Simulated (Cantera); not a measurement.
A perfectly stirred reactor is fed with CH4 : CO : O2 : N2 = 1 : 0.55 : 3.45 : 13 (molar parts), equivalence ratio 0.66, at 5.00 bar; it is adiabatic with a 800 K inlet, and is followed from long to short residence time, starting on the burning branch (τ in s: 0.02, 0.011, 0.0063, 0.0035, 0.0019, 0.0011, 0.0006, 0.00033, 0.00019, 0.0001, 5.7e-05, 3.2e-05).

Detailed kinetics in Cantera: GRI-Mech 3.0 (53 species, 325 reactions).

**Question.** Predict: blow-out, bracketed by the residence times tried; x(CH4) at τ = 20.0 ms; x(CO) at τ = 20.0 ms; x(O2) at τ = 20.0 ms; x(OH) at τ = 20.0 ms; x(CH4) at τ = 0.600 ms; x(CO) at τ = 0.600 ms; x(O2) at τ = 0.600 ms; x(OH) at τ = 0.600 ms.

**Answer.** 
```json
{
 "blow_out_bracketed_by_the_residence_times_tried": "burning at 32.0 µs, the shortest tried",
 "x(CH4) at τ = 20.0 ms": "3.27e-6",
 "x(CO) at τ = 20.0 ms": "0.00110",
 "x(O2) at τ = 20.0 ms": "0.0656",
 "x(OH) at τ = 20.0 ms": "0.00270",
 "x(CH4) at τ = 0.600 ms": "5.49e-5",
 "x(CO) at τ = 0.600 ms": "0.00503",
 "x(O2) at τ = 0.600 ms": "0.0674",
 "x(OH) at τ = 0.600 ms": "0.00451"
}
```
